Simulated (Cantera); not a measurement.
Feed: 1 mol SiHCl3, 0.026 mol HCl, 7 mol H2, 0.41 mol C2H2, at 0.00730 bar.

Method: chemical equilibrium by Gibbs-energy minimisation in Cantera with the NASA 1993 tables (ideal gas, pure condensed phases). Candidate condensed phases: C, C6H6, C7H8, C8H18, Si, SiC; 109 gas species. Gases not in the tables: Si2H6 and higher silanes. Equilibrium is a limit: real reactors are often held back by kinetics, nucleation or transport.

Q: What share of the Si ends up in condensed phases as a function of T (°C), at 1725, 1800, 1875, 1950, 2025, 2100, 2175, 2250, 2325?

A: 
| T (°C) | Si condensed (%) | as |
|---|---|---|
| 1725 | 81.4 | SiC(s) |
| 1800 | 80.5 | SiC(s) |
| 1875 | 77.1 | SiC(s) |
| 1950 | 68.6 | SiC(s) |
| 2025 | 50.2 | SiC(s) |
| 2100 | 7.0 | SiC(s) |
| 2175 | 0.0 | - |
| 2250 | 0.0 | - |
| 2325 | 0.0 | - |
